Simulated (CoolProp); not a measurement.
trans-2-butene along the isobar 5.5 MPa: Z from the reference equation and from simpler models built on Tc = 428.6 K, pc = 4.019 MPa, ω = 0.210; each cubic takes its own stable root.

The numbers come from the reference Helmholtz-energy equation of state, Lemmon 2005 in CoolProp. It is a short technical equation, of lower accuracy than the large ones.

```
T (K)          phase  reference  van der Waals  Redlich-Kwong  Soave-Redlich-Kwong
-----  -------------  ---------  -------------  -------------  -------------------
193.4         liquid     0.2685         0.4441         0.3009               0.2979
212.2         liquid     0.2513         0.4131         0.2808               0.2772
231.1         liquid     0.2371         0.3876         0.2646               0.2604
249.9         liquid     0.2256         0.3668         0.2517               0.2470
268.8         liquid     0.2162         0.3496         0.2415               0.2363
287.6         liquid     0.2086         0.3357         0.2337               0.2281
306.5         liquid     0.2027         0.3245         0.2281               0.2220
325.3         liquid     0.1983         0.3160         0.2246               0.2182
344.2         liquid     0.1956         0.3099         0.2233               0.2167
363.1         liquid     0.1946         0.3065         0.2246               0.2179
381.9         liquid     0.1961         0.3062         0.2292               0.2227
400.8         liquid     0.2010         0.3100         0.2389               0.2332
419.6         liquid     0.2130         0.3201         0.2578               0.2547
438.5  supercritical     0.2497         0.3430         0.3007               0.3088
```
